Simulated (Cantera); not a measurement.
A closed system holds: 1 mol Al(CH3)3, 140 mol NH3, 120 mol H2, 1.4 mol H2O, at 1925 K and 97.0 mbar.

Cantera equilibrium calculation (NASA polynomials, part measured and part estimated; ideal gas, pure solids and liquids). Candidate condensed phases: Al, AlN, Al2O3, C, C6H6, C7H8, C8H18, H2O; 148 gas species. The feed counts by its element totals alone. Rates play no part.

What is the equilibrium state?


```
Quantity                                   Result
--------------------------------------  ---------
x(H2)                                       0.821
x(N2)                                       0.169
x(CO)                                     0.00343
x(HCN)                                    0.00325
x(H)                                      0.00278
x(Al)                                    0.000376
x(C2H2 (acetylene))                      0.000243
x(HNC)                                   0.000160
x(AlH)                                    3.52e-5
n(AlN(s))                               0.832 mol
gas amount                              407.6 mol
log10 activity of C(graphite) (absent)      -0.09
log10 activity of Al(l) (absent)            -1.91
```
